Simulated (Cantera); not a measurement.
Charge: 1 mol SiO2, 2.9 mol MgO, 0.51 mol H2O, at 2423.15 K and 1.00 Torr.

Equilibrium computed with Cantera from the NASA thermochemical tables; the gas is ideal and each condensed phase is pure. Candidate condensed phases: H2O, Mg, MgO, Mg(OH)2, MgSiO3, Mg2SiO4, Si, SiO2; 24 gas species. The tables' values for SiO2, MgH are old estimates; treat these amounts as uncertain. Condensed phases not in the tables: alloys, solid solutions and most ternary compounds. Equilibrium is a limit: real reactors are often held back by kinetics, nucleation or transport.

Base state: Mg 0.396, O2 0.202, O 0.121, SiO 0.110, H 0.0522, H2O 0.0469, OH 0.0401, MgO 0.0144 (mole fractions); condensed: Mg2SiO4(l).

What changes in the equilibrium state with this change: temperature from 2423.15 K to 975 K?


| species | before | after |
|---|---|---|
| H2O | 0.0469 | 1.000 |
| H2 | 0.0116 | 1.36e-6 |
| O2 | 0.202 | 6.69e-7 |
| Mg | 0.396 | <1e-9 |
| O | 0.121 | <1e-9 |
| SiO | 0.110 | <1e-9 |
| H | 0.0522 | <1e-9 |
| MgO | 0.0144 | <1e-9 |
| OH | 0.0401 | 4.87e-8 |
| SiO2 | 0.00284 | <1e-9 |
| MgOH | 0.00217 | <1e-9 |
| MgH | 3.00e-5 | <1e-9 |
| Mg(OH)2 | 2.95e-5 | <1e-9 |
| Mg2SiO4(l), mol | 0.454 | 0 |
| MgO(s), mol | 0 | 0.900 |
| Mg2SiO4(s), mol | 0 | 1.00 |
